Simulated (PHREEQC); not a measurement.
Dissolve 0.11 mol/kgw ZnCl2 and 0.00042 mol/kgw HCl at 25 °C. Closed to the air; pH follows from the charge balance.

Equilibrium calculation in PHREEQC: ion-association model, wateq4f.dat.

```tsv
quantity	before	after
pH	3.48	3.46
ionic strength (mol/kgw)	0.296	0.110
Cl- (mol/kgw)	0.202	0.110
```

### Question
What was changed between the two runs?
(A) temperature from 25 to 75 °C
(B) ZnCl2 from 0.11 to 0.55 mol/kgw
(C) HCl from 0.00042 to 8.4e-05 mol/kgw
(D) ZnCl2 replaced by (CH3)4NCl at the same molality
(E) HCl replaced by MnCl2 at the same molality

### Answer
D, ZnCl2 replaced by (CH3)4NCl at the same molality

Precipitation was switched off in this run.
